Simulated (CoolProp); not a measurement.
A Linde-Hampson liquefier for carbon monoxide: isothermal reversible compression at 280 K from 1 atm to 40 MPa, throttling to 1 atm, return gas leaving the recuperator 5 K below the feed. Each further row changes one setting.

Values from CoolProp's reference Helmholtz-energy equation of state, Lemmon 2006. It is a short technical equation, of lower accuracy than the large ones.

```tsv
case	liquid yield per pass	compression work (kJ/kg of gas)
as stated	…	500
high pressure 80 MPa	0.076	…
warm-end temperature 310 K	…	…
warm-end gap 10 K	0.106	500
```

Some entries are withheld; supply them.


- as stated, liquid yield per pass: 0.117
- high pressure 80 MPa, compression work (kJ/kg of gas): 585
- warm-end temperature 310 K, liquid yield per pass: 0.085
- warm-end temperature 310 K, compression work (kJ/kg of gas): 559
